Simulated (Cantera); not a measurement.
Input: 1 mol Si, 1.7 mol HCl, 0.57 mol N2, at 90.0 Torr.

Equilibrium computed with Cantera from the NASA thermochemical tables; the gas is ideal and each condensed phase is pure. Candidate condensed phases: NH4Cl, Si, Si3N4; 28 gas species. N2 is the only nitrogen source here; it is nearly inert below about 1500 K, so the nitride shown seldom forms there in practice. The tables' values for SiCl3 are old estimates; treat these amounts as uncertain. Kinetics and transport are ignored. All values below are at 1100 K.

Base state: HCl 0.416, H2 0.352, SiCl4 0.175, N2 0.0544, SiHCl3 0.00218, SiCl3 0.000592, SiCl2 2.80e-5 (mole fractions); condensed: Si3N4(s).

**Question.** What changes in the equilibrium state with this change: N2 from 0.57 to 4.2 mol?

**Answer.** 
```tsv
species	before	after
N2	0.0544	0.706
HCl	0.416	0.189
H2	0.352	0.0696
SiCl4	0.175	0.0346
SiHCl3	0.00218	0.000188
SiCl2	2.80e-5	5.30e-6
SiCl3	0.000592	0.000115
Si3N4(s), mol	0.244	0.273
```
